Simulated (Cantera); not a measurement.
An isothermal, constant-pressure homogeneous reactor starts with CH4 : N2 = 0.28 : 3.1 (molar parts), at 1475 K and 13300 Pa.

Computed with Cantera and GRI-Mech 3.0 (53 species, 325 reactions). GRI-Mech 3.0 stops at C3 and has no aromatics, soot or wall deposition, so with more carbon than oxygen in the feed, carbon stays in small species such as C2H2 where larger ones or solid carbon would form.

Predict: x(CH4) at 20.0 s; x(C2H) at 20.0 s; x(CH3) at 20.0 s; x(C2H2) at 20.0 s; x(C2H6) at 20.0 s; x(C2H4) at 20.0 s; x(H) at 20.0 s.


- x(CH4) at 20.0 s: 0.0117 (gas-phase equilibrium 0.000648)
- x(C2H) at 20.0 s: 4.65e-9 (gas-phase equilibrium 2.21e-9)
- x(CH3) at 20.0 s: 2.08e-5 (gas-phase equilibrium 1.39e-6)
- x(C2H2) at 20.0 s: 0.0327 (gas-phase equilibrium 0.0129)
- x(C2H6) at 20.0 s: 1.67e-6 (gas-phase equilibrium 1.13e-8)
- x(C2H4) at 20.0 s: 0.000175 (gas-phase equilibrium 7.13e-5)
- x(H) at 20.0 s: 8.71e-6 (gas-phase equilibrium 1.21e-5)
